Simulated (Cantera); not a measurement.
An isothermal, constant-pressure homogeneous reactor starts with 12.3 % NO, 87.7 % N2, at 1400 K and 0.987 atm.

Model: GRI-Mech 3.0 (53 species, 325 reactions), integrated in Cantera.

Q: Predict: x(NO) at 100 s; x(N2) at 100 s; x(O) at 100 s; x(NO2) at 100 s; x(O2) at 100 s; x(N2O) at 100 s.

A: 
* **x(NO) at 100 s**: 0.117 (gas-phase equilibrium 0.000430)
* **x(N2) at 100 s**: 0.880 (gas-phase equilibrium 0.938)
* **x(O) at 100 s**: 5.88e-8 (gas-phase equilibrium 2.36e-7)
* **x(NO2) at 100 s**: 0.000114 (gas-phase equilibrium 1.72e-6)
* **x(O2) at 100 s**: 0.00327 (gas-phase equilibrium 0.0615)
* **x(N2O) at 100 s**: 4.20e-6 (gas-phase equilibrium 2.98e-8)
